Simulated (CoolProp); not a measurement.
Model: reference Helmholtz-energy equation of state, Kamei 1995, in CoolProp.

Task: For R22, give the phase and the density (kg/m³), cp (kJ/(kg K)), speed of sound (m/s) at 143.85 °C and 1660 kPa; 143.85 °C and 20000 kPa; 143.85 °C and 21600 kPa.

Result: 
- 143.85 °C and 1660 kPa: gas; density 44.9, cp 0.844, speed of sound 202
- 143.85 °C and 20000 kPa: supercritical; density 874, cp 1.37, speed of sound 344
- 143.85 °C and 21600 kPa: supercritical; density 896, cp 1.34, speed of sound 363
